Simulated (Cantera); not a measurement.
# Adiabatic ignition

An adiabatic, constant-volume homogeneous reactor starts with 11.2 % CH4, 18.7 % O2, 70.1 % N2, equivalence ratio 1.2, at 1725 K and 0.330 bar.

Computed with Cantera and GRI-Mech 3.0 (53 species, 325 reactions).

| t (s) | T (K) | P (bar) | x CH4 | x O2 | x NO | x HO2 | x OH | x HCN | x C2H |
|---|---|---|---|---|---|---|---|---|---|
| 1.00e-5 | 1725 | 0.330 | 0.112 | 0.187 | <1e-12 | 2.73e-6 | 3.19e-7 | <1e-12 | <1e-12 |
| 2.67e-5 | 1725 | 0.330 | 0.112 | 0.187 | <1e-12 | 6.75e-6 | 5.22e-7 | <1e-12 | <1e-12 |
| 7.15e-5 | 1724 | 0.330 | 0.112 | 0.187 | 1.87e-12 | 1.43e-5 | 1.24e-6 | <1e-12 | <1e-12 |
| 0.000191 | 1725 | 0.330 | 0.111 | 0.186 | 1.42e-11 | 2.75e-5 | 5.22e-6 | 1.69e-12 | 1.06e-12 |
| 0.000511 | 2837 | 0.599 | <1e-12 | 0.0168 | 0.000332 | 4.49e-6 | 0.0286 | 5.87e-10 | <1e-12 |
| 0.00137 | 2880 | 0.606 | <1e-12 | 0.0144 | 0.00618 | 4.61e-6 | 0.0272 | 3.32e-9 | <1e-12 |
| 0.00366 | 2876 | 0.605 | <1e-12 | 0.0136 | 0.00923 | 4.38e-6 | 0.0265 | 4.64e-9 | <1e-12 |
| 0.00978 | 2876 | 0.605 | <1e-12 | 0.0136 | 0.00934 | 4.37e-6 | 0.0265 | 4.68e-9 | <1e-12 |
| 0.0261 | 2876 | 0.605 | <1e-12 | 0.0136 | 0.00934 | 4.37e-6 | 0.0265 | 4.68e-9 | <1e-12 |
| 0.0699 | 2876 | 0.605 | <1e-12 | 0.0136 | 0.00934 | 4.37e-6 | 0.0265 | 4.68e-9 | <1e-12 |
| 0.187 | 2876 | 0.605 | <1e-12 | 0.0136 | 0.00934 | 4.37e-6 | 0.0265 | 4.68e-9 | <1e-12 |
| 0.500 | 2876 | 0.605 | <1e-12 | 0.0136 | 0.00934 | 4.37e-6 | 0.0265 | 4.68e-9 | <1e-12 |
x: mole fraction; the columns are a selection and need not sum to one.

```json
{
 "time_of_steepest_temperature_rise": "0.479 ms",
 "temperature at 0.500 s": "2876 K",
 "equilibrium_temperature": "2876 K",
 "x(CH4) at 0.500 s": "<1e-12 (gas-phase equilibrium <1e-12)",
 "x(O2) at 0.500 s": "0.0136 (gas-phase equilibrium 0.0136)",
 "x(NO) at 0.500 s": "0.00934 (gas-phase equilibrium 0.00934)"
}
```
